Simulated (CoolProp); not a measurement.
Properties of C2F6 (R116) along the isobar 15.8 MPa.

Computed with CoolProp (reference Helmholtz-energy equation of state, Lemmon 2006). It is a short technical equation, of lower accuracy than the large ones.

```
T (°C)          phase       Z  isothermal compressibility (1/MPa)
------  -------------  ------  ----------------------------------
-2.55          liquid  0.7064                            0.006120
19.55          liquid  0.7030                            0.008868
41.55   supercritical  0.7108                             0.01293
63.65   supercritical  0.7299                             0.01862
85.65   supercritical  0.7590                             0.02564
107.75  supercritical  0.7961                             0.03316
129.75  supercritical  0.8368                             0.03989
151.85  supercritical  0.8778                             0.04509
```
